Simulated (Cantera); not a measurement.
# Premixed flame

A freely propagating, adiabatic, planar premixed flame of CH3OH : O2 : N2 = 1 : 1.81 : 6.8 (molar parts), equivalence ratio 0.83, unburnt at 450 K and 0.138 atm; mixture-averaged transport, grid criteria slope 0.08 and curve 0.16, no radiation.

Computed with Cantera and GRI-Mech 3.0 (53 species, 325 reactions). GRI-Mech 3.0 was tuned for natural gas; its chemistry of methanol as a main component is partial and can be far from experiment. Burning velocities carry a grid error of a few per cent, more on coarse grids.

```tsv
z (mm)	T (K)	u (m/s)	x CH3OH	x O2	x H2O2	x NO	x OH	x HCO
-5.84	450	0.852	0.104	0.188	4.33e-7	<1e-8	<1e-8	<1e-8
-3.89	453	0.859	0.104	0.187	5.38e-6	<1e-8	<1e-8	<1e-8
-2.92	462	0.880	0.103	0.186	2.53e-5	<1e-8	<1e-8	<1e-8
-1.95	525	1.01	0.0995	0.180	0.000162	<1e-8	<1e-8	<1e-8
-0.973	865	1.71	0.0745	0.152	0.000895	5.45e-8	1.06e-6	7.43e-8
-0.487	1229	2.49	0.0402	0.120	0.00129	1.96e-7	9.05e-5	1.73e-5
0	1599	3.32	0.00555	0.0849	0.000139	4.66e-7	0.00196	0.000203
0.487	1705	3.55	6.26e-5	0.0644	3.37e-7	7.63e-7	0.00583	2.11e-5
0.973	1728	3.59	2.12e-7	0.0542	1.43e-7	1.07e-6	0.00801	2.41e-7
1.95	1759	3.63	<1e-8	0.0472	1.38e-7	1.72e-6	0.00935	1.42e-8
3.89	1798	3.69	<1e-8	0.0438	1.17e-7	3.03e-6	0.00988	<1e-8
7.79	1850	3.79	<1e-8	0.0419	9.18e-8	5.51e-6	0.00999	<1e-8
15.6	1917	3.90	<1e-8	0.0399	6.68e-8	1.02e-5	0.00971	<1e-8
```
x: mole fraction of selected species; z is measured from the peak of heat release.

```
Quantity                      Value
------------------------  ---------
laminar burning velocity  85.1 cm/s
thermal thickness           1.95 mm
peak x(H2O2)                0.00131
peak x(OH)                  0.00999
peak x(HCO)                0.000203
grid points                     153
```
